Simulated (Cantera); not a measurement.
A perfectly stirred reactor is fed with 32.4 % H₂, 67.6 % O₂, equivalence ratio 0.24, at 0.00237 atm; it is held at 1425 K, and followed from long to short residence time.

Detailed kinetics in Cantera: the H2/O2 subset of GRI-Mech 3.0, which has no nitrogen chemistry. Radical loss at walls, strong at low pressure, is not modelled. The temperature is held fixed by assumption; the heat of reaction is taken as removed at once.

x: mole fraction; the columns are a selection and need not sum to one.

```
τ (s)         x H₂   x O₂    x OH         x O  x H₂O   x H₂O₂
------  ----------  -----  ------  ----------  -----  -------
5.4        0.00464  0.595  0.0118      0.0157  0.366  5.24e-8
2.2        0.00792  0.583  0.0153      0.0274  0.351  6.16e-8
0.86        0.0129  0.563  0.0192      0.0463  0.324  6.63e-8
0.34        0.0181  0.538  0.0222      0.0695  0.289  6.39e-8
0.14        0.0218  0.518  0.0238      0.0882  0.260  5.88e-8
0.055   (withheld)  0.506  0.0246      0.0992  0.241  5.52e-8
0.022       0.0268  0.501  0.0250       0.103  0.231  5.41e-8
0.0087      0.0318  0.503  0.0257       0.101  0.223  5.51e-8
0.0034  (withheld)  0.511  0.0269  (withheld)  0.210  5.82e-8
```

Question: Some entries are withheld; supply them.

Answer: 
- 0.055, x H₂: 0.0243
- 0.0034, x H₂: 0.0434
- 0.0034, x O: 0.0928
